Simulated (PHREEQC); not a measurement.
1 kg of water holding 140 mmol/kgw K2SO4, 70 mmol/kgw KCl and 150 mmol/kgw K2CO3 is evaporated at 25 °C; the solids stay in contact with the brine. CO2 is held at log p = -3.4 (atm). Solids allowed: Arcanite, Kalicinite, Misenite, Sylvite. Others were left out.

Model: Pitzer model, pitzer.dat, run in PHREEQC.

```csv
water left (kg),ionic strength,water activity,Kalicinite (mol),Arcanite (mol),Sylvite (mol),S in solution (mol/kgw),C in solution (mol/kgw),pH
0.9993,0.900,0.985,0,0,0,0.140,0.191,9.90
0.675,1.34,0.979,0,0,0,0.207,0.272,9.97
0.4559,2.00,…,0,0,0,0.307,0.390,10.04
0.253,2.85,0.955,0,0.0663,0,…,0.677,10.17
0.1709,…,0.940,0,0.104,0,0.209,0.982,10.25
0.1154,4.78,0.915,0,0.125,0,0.134,1.43,…
0.064,8.06,0.840,0,0.137,0,0.0493,2.56,10.57
0.04315,…,0.744,0,0.139,0,0.0183,3.82,10.77
0.02884,15.1,0.667,…,0.140,0.0325,0.00905,5.33,10.95
0.01855,15.1,0.667,0.123,0.140,0.0459,0.00905,5.33,10.95
0.01161,15.1,0.667,…,0.140,0.0549,0.00905,5.33,10.95
0.005179,15.1,0.667,0.251,0.140,0.0633,0.00905,5.33,10.95
0.002567,15.1,0.667,0.276,0.140,0.0667,0.00905,5.33,10.95
```

Q: What belongs in the gaps?

A: 
- 0.4559, water activity: 0.969
- 0.253, S in solution (mol/kgw): 0.291
- 0.1709, ionic strength: 3.57
- 0.1154, pH: 10.36
- 0.04315, ionic strength: 11.8
- 0.02884, Kalicinite (mol): 0.0250
- 0.01161, Kalicinite (mol): 0.189
